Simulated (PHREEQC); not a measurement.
Nickel, zinc or cadmium bath: an equilibrium model

Make-up at 75 °C: 0.43 mol/kgw ZnSO4, 0.014 mol/kgw NaCl and 0.000418 mol/kgw H2SO4. Closed to the air; pH follows from the charge balance.

All values are PHREEQC results (ion-association model, phreeqc.dat), not measurements.

No solid was allowed to form.

Estimate the pH, activity of water.

pH 4.08; activity of water 0.990.

In which forms is Cl present?

Cl- 64 %, ZnCl+ 35 % of the Cl.

The ionic strength is past about 0.7 mol/kgw, beyond the range of this activity model, so the values are rough. Away from 25 °C the constants follow the database's enthalpies or fits; those with neither stay at their 25 °C values.
